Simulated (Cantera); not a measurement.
Charge: 1 mol Si, 0.65 mol Br2, 50 mol H2, at 377 °C and 0.00130 bar.

Equilibrium computed with Cantera from the NASA thermochemical tables; the gas is ideal and each condensed phase is pure. Candidate condensed phases: Br2, Si; 19 gas species. Kinetics and transport are ignored.

Base state: H2 0.993, SiBr4 0.00602, HBr 0.000874, SiHBr3 0.000288 (mole fractions); condensed: Si(s).

What changes in the equilibrium state with this change: Br2 from 0.65 to 8.8 mol?


```tsv
species	before	after
H2	0.993	0.747
HBr	0.000874	0.235
SiBr4	0.00602	0.0173
SiHBr3	0.000288	2.32e-6
Si(s), mol	0.682	0
```
